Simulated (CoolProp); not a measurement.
A simple Rankine cycle with water: condensing at 297.15 K, boiler at 1.94 MPa, turbine inlet 634 K, turbine efficiency 0.7, pump efficiency 0.7, no recuperator. Each further row changes one setting.

Values from CoolProp's reference Helmholtz-energy equation of state, Wagner 2002.

```json
[
 {"case": "as stated", "thermal efficiency (%)": "[?]", "net work (kJ/kg)": "756", "heat in (kJ/kg)": "3060", "turbine exit temperature (K)": "297.1", "volume ratio over the turbine": "296"},
 {"case": "turbine inlet 654 K", "thermal efficiency (%)": "[?]", "net work (kJ/kg)": "[?]", "heat in (kJ/kg)": "[?]", "turbine exit temperature (K)": "297.1", "volume ratio over the turbine": "[?]"},
 {"case": "condensing temperature 289.15 K", "thermal efficiency (%)": "25.7", "net work (kJ/kg)": "793", "heat in (kJ/kg)": "3090", "turbine exit temperature (K)": "289.1", "volume ratio over the turbine": "469"},
 {"case": "boiler pressure 1.36 MPa", "thermal efficiency (%)": "23.7", "net work (kJ/kg)": "728", "heat in (kJ/kg)": "[?]", "turbine exit temperature (K)": "297.1", "volume ratio over the turbine": "209"},
 {"case": "turbine efficiency 0.6", "thermal efficiency (%)": "[?]", "net work (kJ/kg)": "[?]", "heat in (kJ/kg)": "3060", "turbine exit temperature (K)": "297.1", "volume ratio over the turbine": "310"}
]
```

Complete the blanks.


- as stated, thermal efficiency (%): 24.7
- turbine inlet 654 K, thermal efficiency (%): 24.9
- turbine inlet 654 K, net work (kJ/kg): 772
- turbine inlet 654 K, heat in (kJ/kg): 3100
- turbine inlet 654 K, volume ratio over the turbine: 290
- boiler pressure 1.36 MPa, heat in (kJ/kg): 3070
- turbine efficiency 0.6, thermal efficiency (%): 21.2
- turbine efficiency 0.6, net work (kJ/kg): 647

The expansion ends wet for: as stated; turbine inlet 654 K; condensing temperature 289.15 K; boiler pressure 1.36 MPa; turbine efficiency 0.6.
